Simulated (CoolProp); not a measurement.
Tetradecamethylhexasiloxane (MD4M) along the isotherm 620 K: fugacity coefficient from the reference equation and from simpler models built on Tc = 653.2 K, pc = 0.8286 MPa, ω = 0.800; each cubic takes its own stable root.

Values from CoolProp's reference Helmholtz-energy equation of state, Thol 2019.

| p (MPa) | phase | reference |
|---|---|---|
| 0.296 | gas | 0.8298 |
| 0.592 | liquid | 0.6147 |
| 0.888 | liquid | 0.4321 |
| 1.18 | liquid | 0.3421 |
| 1.48 | liquid | 0.2871 |
| 1.78 | liquid | 0.2511 |
| 2.07 | liquid | 0.2265 |
| 2.37 | liquid | 0.2078 |
| 2.66 | liquid | 0.1941 |
| 2.96 | liquid | 0.1830 |
| 3.26 | liquid | 0.1743 |
| 3.55 | liquid | 0.1675 |
| 3.85 | liquid | 0.1619 |
| 4.14 | liquid | 0.1575 |

**Question.** How far does each simpler model (van der Waals, Soave-Redlich-Kwong, Peng-Robinson) lie from the reference over these 14 states: mean and median of the absolute difference, and the worst?

**Answer.** 
- van der Waals: mean 50.0 %, median 52.6 %, worst +75.9 % at 620 K and 4.14 MPa
- Soave-Redlich-Kwong: mean 9.9 %, median 10.4 %, worst +13.7 % at 620 K and 4.14 MPa
- Peng-Robinson: mean 3.3 %, median 3.5 %, worst +3.7 % at 620 K and 1.78 MPa

At some of these states van der Waals gives the other phase, because its saturation line lies elsewhere.
